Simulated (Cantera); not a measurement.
A closed system holds: 1 mol Al, 6.8 mol CO, 94 mol N2, at 600 K and 1.80 Torr.

Equilibrium computed with Cantera from the NASA thermochemical tables; the gas is ideal and each condensed phase is pure. The numbers say what is thermodynamically allowed, not how fast it happens.

```tsv
species	before	after
N2	0.971	0.894
CO2	0.0252	0.0980
CO	0.00427	0.00842
Al2O3(s), mol	0.500	0.500
C(graphite), mol	3.94	11.8
```
Gas species are given as mole fractions.

Problem. What was changed between the two runs?
A. temperature from 600 K to 1900 K
B. temperature from 600 K to 673 K
C. CO from 6.8 to 23 mol
D. temperature from 600 K to 973.15 K

Solution. C, CO from 6.8 to 23 mol
